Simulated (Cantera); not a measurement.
A Cantera script and what it prints.

```python
import numpy as np
import cantera as ct

gas_names = [...]  # 151 gases of nasa_gas.yaml made of C, H, N, O, Si
cond_names = """
    C(gr) C6H6(L) C7H8(L) C8H18(L),n-octa H2O(s) H2O(L) Si(cr) Si(L) SiC(b) SiO2(Lqz) SiO2(hqz) SiO2(L)
    Si2N2O(s) Si3N4(a)
""".split()


# ... load() reads the species with a 1 bar reference pressure and builds the phases ...
atoms = {
    'SiC': {'Si': 1, 'C': 1},
    'H2O': {'H': 2, 'O': 1},
    'N2': {'N': 2},
}
top_T = {'C(gr)': 4500, 'SiC(b)': 3050, 'Si2N2O(s)': 2100, 'Si3N4(a)': 2400}  # K; cautious upper limits of use, not melting points


# ... equilibrate(T, P, feed) seeds the gas with the atoms and calls Mixture.equilibrate('TP', solver="vcs", rtol=1e-11, max_steps=5000) ...
results = []
feed = {'SiC': 1, 'H2O': 0.034, 'N2': 26}  # mol
T = 1400  # K
P = 10000  # Pa
mix = equilibrate(T, P, feed)
results.append((T, P, feed, dict(zip(mix.species_names, mix.species_moles))))
print(gas.report(threshold=0.0001))
for i in range(1, mix.n_phases):
    print(f"{mix.phase(i).name:16s} {mix.phase_moles(i):12.5e} mol")
```

It prints:

```
       temperature   1400 K
          pressure   10000 Pa
           density   0.024037 kg/m^3
  mean mol. weight   27.979 kg/kmol
   phase of matter   gas

                          1 kg             1 kmol
                     ---------------   ---------------
          enthalpy        1.2474e+06        3.4902e+07  J
   internal energy         8.314e+05        2.3262e+07  J
           entropy            9243.3        2.5862e+05  J/K
    Gibbs function       -1.1693e+07       -3.2717e+08  J
 heat capacity c_p            1230.4             34424  J/K
 heat capacity c_v            933.19             26110  J/K

                      mass frac. Y      mole frac. X     chem. pot. / RT
                     ---------------   ---------------   ---------------
                H2        9.5846e-05         0.0013302           -27.329
                N2           0.99982           0.99859           -28.106
     [ +149 minor]        8.1163e-05        8.2244e-05

C(gr)             9.97927e-01 mol
Si(cr)            0.00000e+00 mol
SiC(b)            0.00000e+00 mol
SiO2(hqz)         0.00000e+00 mol
Si2N2O(s)         3.23915e-02 mol
Si3N4(a)          3.11739e-01 mol
```

These are equilibrium values from Cantera (NASA tables, ideal gas, pure condensed phases), not measurements of a reactor. N2 is the only nitrogen source here; it is nearly inert below about 1500 K, so the nitride shown seldom forms there in practice. Mutual solubility and eutectic melting of coexisting phases are not modelled.
